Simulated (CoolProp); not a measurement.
R404A along the isotherm 389.4 K: fugacity coefficient from the reference equation and from simpler models built on Tc = 345.3 K, pc = 3735 kPa, ω = 0.293; each cubic takes its own stable root.

Model: reference Helmholtz-energy equation of state, Lemmon 2003, in CoolProp. It is a pseudo-pure fit of the blend.

```csv
p (kPa),phase,reference,van der Waals,Redlich-Kwong,Soave-Redlich-Kwong,Peng-Robinson
1700,gas,0.8950,0.9006,0.8939,0.9020,0.8886
3400,gas,0.7961,(withheld),0.7932,(withheld),0.7867
5090,supercritical,0.7036,0.7026,(withheld),0.7232,0.6947
6790,supercritical,0.6183,0.6077,0.6100,0.6448,0.6136
8490,supercritical,0.5477,0.5413,0.5423,0.5813,0.5489
10200,supercritical,0.4946,0.4966,0.4935,0.5337,0.5004
11900,supercritical,0.4558,0.4661,0.4584,0.4988,0.4644
13600,supercritical,(withheld),0.4448,0.4324,0.4726,0.4371
15300,supercritical,0.4044,0.4299,0.4128,0.4529,(withheld)
17000,supercritical,0.3871,0.4197,0.3979,0.4378,0.3998
18700,supercritical,0.3737,0.4132,0.3865,0.4264,0.3869
```

Complete the blanks.


- 3400, van der Waals: 0.8022
- 3400, Soave-Redlich-Kwong: 0.8095
- 5090, Redlich-Kwong: 0.6977
- 13600, reference: 0.4267
- 15300, Peng-Robinson: 0.4161
